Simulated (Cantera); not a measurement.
Mixture: 1.58 % CH4, 4.98 % H2, 19.6 % O2, 73.8 % N2, equivalence ratio 0.29, at 1000000 Pa, adiabatic and at constant pressure. Ignition delay is the time to a rise of 400 K.

Cantera simulation using GRI-Mech 3.0 (53 species, 325 reactions); the numbers are that mechanism's predictions, not measurements. Below about 1000 K GRI-Mech 3.0 lacks low-temperature oxidation paths.

Q: Predict: delay at 973 K; delay at 1123 K; delay at 1273 K; delay at 1423 K; apparent activation energy between 1348 and 1498 K.

A: 
| Item | Result |
|---|---|
| delay at 973 K | 40.7 ms |
| delay at 1123 K | 1.11 ms |
| delay at 1273 K | 39.6 µs |
| delay at 1423 K | 8.27 µs |
| apparent activation energy between 1348 and 1498 K | 120 kJ/mol |
